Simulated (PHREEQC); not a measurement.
A solution holds 0.011 mol AlCl3, 0.2 mol ZnCl2 and 8.9e-05 mol CdCl2 per kg of water, at 20 °C. Closed to the air; pH follows from the charge balance.

All values are PHREEQC results (ion-association model, phreeqc.dat), not measurements.

No solid was allowed to form.

Problem. Order these Cl species by the share of Cl that they hold, largest first: ZnCl2, ZnCl3-, ZnCl+, ZnCl4-2, Cl-.

Solution. Cl- (90 %), ZnCl+ (6.5 %), ZnCl2 (1.9 %), ZnCl3- (1.4 %), ZnCl4-2 (0.67 %)

The pH is 3.82 and the ionic strength 0.590 mol/kgw.
